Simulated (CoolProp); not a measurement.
Model: reference Helmholtz-energy equation of state, Schroeder 2014, in CoolProp.

Question: For ethanol, give the phase and the Z, expansivity (1/kK) at 346.85 °C and 18.1 bar.

Answer: 
- 346.85 °C and 18.1 bar: gas; Z 0.964, expansivity 1.91
